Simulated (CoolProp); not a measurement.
The fluid at 293.15 K and 0.122 MPa is compressed adiabatically to 0.622 MPa with isentropic efficiency 0.75. The same conditions are run with several fluids, on thermodynamics alone (safety and materials aside).

Values from CoolProp's reference Helmholtz-energy equation of state of each fluid (C3F8 (R218): Lemmon 2006; R407C: Lemmon 2003; fluoroethane (R161): Wu 2012; carbon dioxide: Span 1996). Blends and air are pseudo-pure fits.

```
fluid                work (kJ/kg)  final temperature (K)  final density (kg/m³)
-------------------  ------------  ---------------------  ---------------------
C3F8 (R218)                  27.9                  332.2                   46.8
R407C                        65.4             (withheld)                   18.1
fluoroethane (R161)           120             (withheld)                   9.74
carbon dioxide                143                  451.2             (withheld)
```

Question: Some entries are withheld; supply them.

Answer: 
- R407C, final temperature (K): 372.0
- fluoroethane (R161), final temperature (K): 385.1
- carbon dioxide, final density (kg/m³): 7.35
